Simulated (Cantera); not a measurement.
Charge: 1 mol C₃H₈, 1.8 mol H₂O, 3.1 mol N₂, held at 11.0 bar.

Method: chemical equilibrium by Gibbs-energy minimisation in Cantera with the NASA 1993 tables (ideal gas, pure condensed phases). Candidate condensed phases: C, C₆H₆, C₇H₈, C₈H₁₈, H₂O; 136 gas species. Equilibrium is a limit: real reactors are often held back by kinetics, nucleation or transport.

Task: What share of the C ends up in condensed phases as a function of T (K), at 1098, 1298, 1498, 1698, 1898, 2098, 2298, 2498, 2698, 2898?

Result: 
```json
[
 {"T (K)": "1098", "C condensed (%)": "37.1", "as": "C(graphite)"},
 {"T (K)": "1298", "C condensed (%)": "35.6", "as": "C(graphite)"},
 {"T (K)": "1498", "C condensed (%)": "37.7", "as": "C(graphite)"},
 {"T (K)": "1698", "C condensed (%)": "38.4", "as": "C(graphite)"},
 {"T (K)": "1898", "C condensed (%)": "37.9", "as": "C(graphite)"},
 {"T (K)": "2098", "C condensed (%)": "35.9", "as": "C(graphite)"},
 {"T (K)": "2298", "C condensed (%)": "32.0", "as": "C(graphite)"},
 {"T (K)": "2498", "C condensed (%)": "25.2", "as": "C(graphite)"},
 {"T (K)": "2698", "C condensed (%)": "14.5", "as": "C(graphite)"},
 {"T (K)": "2898", "C condensed (%)": "0.0", "as": "-"}
]
```
